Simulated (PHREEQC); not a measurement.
**Nickel, zinc or cadmium bath (model solution)**

Solution (25 °C): 0.077 mol/kgw ZnCl2 and 0.0097 mol/kgw NaOH. Closed to the air; pH follows from the charge balance.

Equilibrium calculation in PHREEQC: ion-association model, wateq4f.dat.

No solid was allowed to form.

Question: Predict the pH.

Answer: pH 7.88.

Question: In which forms is Cl present?

Answer: Cl- 91 %, ZnCl+ 4.8 %, ZnOHCl 3.1 %, ZnCl2 0.7 % of the Cl.

Examples of supersaturated solids here: Zn5(OH)8Cl2, Zn(OH)2-e. Others may be too.
